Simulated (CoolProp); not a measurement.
Vapour-liquid equilibrium of propane (1) + n-perfluorobutane (2) at 1.18 MPa; x and y are mole fractions of (1).

The numbers come from the multi-fluid Helmholtz-energy mixture model, Lemmon 2009 and Gao 2022; pair parameters Bell 2016 in CoolProp.

| x | bubble temperature (K) | y at the bubble point | dew temperature at overall composition x (K) | liquid density (mol/L) |
|---|---|---|---|---|
| 0.05 | 346.7 | 0.148 | 351.6 | 5.386 |
| 0.125 | (withheld) | (withheld) | 347.9 | 5.760 |
| 0.2 | 328.9 | 0.472 | 344.1 | 6.102 |
| 0.275 | 323.0 | 0.566 | (withheld) | 6.421 |
| 0.35 | 318.6 | 0.632 | 336.0 | 6.727 |
| 0.425 | 315.5 | 0.681 | 331.7 | 7.037 |
| 0.5 | 313.1 | 0.719 | 327.2 | 7.363 |
| 0.575 | 311.3 | 0.752 | 322.4 | 7.719 |
| 0.65 | 309.8 | 0.782 | 317.5 | 8.119 |
| 0.725 | 308.6 | 0.814 | 312.7 | 8.573 |
| 0.8 | 307.6 | 0.850 | 309.1 | (withheld) |
| 0.875 | 307.0 | 0.893 | 307.2 | 9.685 |
| 0.95 | 306.7 | 0.950 | 306.7 | 10.36 |

**Question.** Fill in the missing entries.

**Answer.** 
- 0.125, bubble temperature (K): 336.8
- 0.125, y at the bubble point: 0.335
- 0.275, dew temperature at overall composition x (K): 340.1
- 0.8, liquid density (mol/L): 9.092

No azeotrope shows between x = 0.05 and 0.95.

The pair parameters rest on a limited set of measurements; away from them the model extrapolates.
